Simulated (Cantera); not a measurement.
Cantera with NASA thermochemical tables; ideal gases at 1 bar, condensed phases pure. Values are per mole of reaction as written; species without (g) are pure solids or liquids, kept so even where they would boil at 1 bar.

2 Si + O2(g) ⇌ 2 SiO(g), with ΔH° = -200.9 kJ and ΔS° = 180.3 J/K at 300 K.

Q: How far is the shortcut ΔG° ≈ ΔH°(300 K) − T·ΔS°(300 K) from the full temperature-dependent value at 875, 950, 1025, 1100, 1175, 1250 K?

A: 
```
T (K)  shortcut (kJ)  full (kJ)  difference (kJ)  difference in log10 K
-----  -------------  ---------  ---------------  ---------------------
875           -358.6     -354.1             -4.5                   0.27
950           -372.2     -366.5             -5.7                   0.31
1025          -385.7     -378.8             -6.9                   0.35
1100          -399.2     -391.0             -8.2                   0.39
1175          -412.7     -403.2             -9.6                   0.43
1250          -426.3     -415.2            -11.1                   0.46
```
The shortcut ignores the heat-capacity change of the reaction.
